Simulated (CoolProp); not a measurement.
Neopentane along the isotherm 206.45 °C: Z from the reference equation and from simpler models built on Tc = 160.6 °C, pc = 31.96 bar, ω = 0.196; each cubic takes its own stable root.

Model: reference Helmholtz-energy equation of state, Lemmon 2006, in CoolProp. It is a short technical equation, of lower accuracy than the large ones.

| p (bar) | phase | reference | van der Waals | Redlich-Kwong |
|---|---|---|---|---|
| 0.999 | gas | 0.9924 | 0.9927 | 0.9920 |
| 2 | gas | 0.9847 | 0.9853 | 0.9840 |
| 3 | gas | 0.9769 | 0.9779 | 0.9759 |
| 4 | gas | 0.9690 | 0.9703 | 0.9677 |
| 4.99 | gas | 0.9612 | 0.9627 | 0.9595 |
| 5.99 | gas | 0.9531 | (withheld) | 0.9512 |
| 6.99 | gas | 0.9450 | 0.9471 | 0.9428 |
| 7.99 | gas | 0.9368 | 0.9392 | 0.9343 |
| 8.99 | gas | 0.9286 | 0.9311 | 0.9257 |
| 9.99 | gas | 0.9202 | 0.9230 | 0.9171 |
| 11 | gas | 0.9117 | 0.9146 | 0.9082 |
| 12 | gas | 0.9031 | 0.9062 | 0.8994 |
| 13 | gas | 0.8944 | 0.8976 | 0.8905 |
| 14 | gas | 0.8857 | 0.8890 | 0.8815 |
| 15 | gas | 0.8768 | (withheld) | 0.8724 |
| 16 | gas | 0.8679 | 0.8712 | (withheld) |

### Question
Some entries are withheld; supply them.

### Answer

- 5.99, van der Waals: 0.9550
- 15, van der Waals: 0.8802
- 16, Redlich-Kwong: 0.8632
